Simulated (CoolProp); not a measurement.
Vapour-liquid equilibrium of ethylbenzene (1) + p-xylene (2) at 351.8 K; x and y are mole fractions of (1).

Model: multi-fluid Helmholtz-energy mixture model, Zhou 2012 and Zhou 2012; pair parameters Bell 2016, in CoolProp.

```csv
x,bubble pressure (MPa),y at the bubble point,dew pressure at overall composition x (MPa),liquid density (mol/L)
0.05,0.01492,0.055,0.01492,7.625
0.15,0.01508,0.162,0.01506,7.629
0.25,0.01521,0.265,0.01519,7.634
0.35,0.01533,0.367,0.01531,7.638
0.45,0.01543,0.466,0.01542,7.644
0.55,0.01553,0.565,0.01552,7.649
0.65,0.01562,0.663,0.01561,7.654
0.75,0.01571,0.760,0.01570,7.660
0.85,0.01580,0.857,0.01579,7.666
0.95,0.01589,0.953,0.01588,7.672
```

No azeotrope shows between x = 0.05 and 0.95.

The pair parameters rest on a limited set of measurements; away from them the model extrapolates.
